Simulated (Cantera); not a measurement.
Input: 1 mol CuO, 1.1 mol CO, 9.4 mol H2, held at 0.320 bar.

Method: chemical equilibrium by Gibbs-energy minimisation in Cantera with the NASA 1993 tables (ideal gas, pure condensed phases). Candidate condensed phases: C, C6H6, C7H8, C8H18, Cu, CuO, Cu(OH)2, Cu2O, H2O; 113 gas species. Rates play no part. All values below are at 2198 K.

Base state: H2 0.737, CO 0.0947, H2O 0.0858, Cu 0.0714, H 0.00845, CO2 0.00209, Cu2 0.000541, OH 0.000137 (mole fractions); condensed: Cu(l).

Question: What changes in the equilibrium state with this change: pressure from 0.320 bar to 1.00 bar?

Answer: 
```csv
species,before,after
H2,0.737,0.779
CO,0.0947,0.0999
H2O,0.0858,0.0905
Cu,0.0714,0.0228
Cu2,0.000541,0.000173
OH,0.000137,7.94e-5
H,0.00845,0.00492
CO2,0.00209,0.00220
"Cu(l), mol",0.176,0.750
```
